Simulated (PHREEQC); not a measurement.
A solution holds 46 mmol/kgw HCl, 0.36 mmol/kgw CuSO4 and 0.17 mmol/kgw CuCl2, at 45 °C. Closed to the air; pH follows from the charge balance.

All values are PHREEQC results (ion-association model, phreeqc.dat), not measurements.

The ionic strength comes out as 0.0473 mol/kgw. What activity coefficients do SO4-2, CuCl+, HSO4-, Cl-, H+ get?

SO4-2 0.46, CuCl+ 0.81, HSO4- 0.82, Cl- 0.81, H+ 0.85.

This is a speciation only: nothing precipitates in the calculation. Species that the database lacks are ignored. At this temperature some constants are extrapolated from 25 °C, and those without enthalpy data are left unchanged.
